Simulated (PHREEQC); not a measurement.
**Hard or scaling water**

Consider water at 79 °C with 0.064 mol/kgw CaCl2, 6.7e-05 mol/kgw Na2SO4 and 0.2 mol/kgw NaCl. Closed to the air; pH follows from the charge balance.

All values are PHREEQC results (Pitzer model, pitzer.dat), not measurements.

No solid was allowed to form.

Predict the activity of water, specific conductance.

activity of water 0.990; specific conductance 71300 µS/cm.

Species that the database lacks are ignored. At this temperature some constants are extrapolated from 25 °C, and those without enthalpy data are left unchanged.
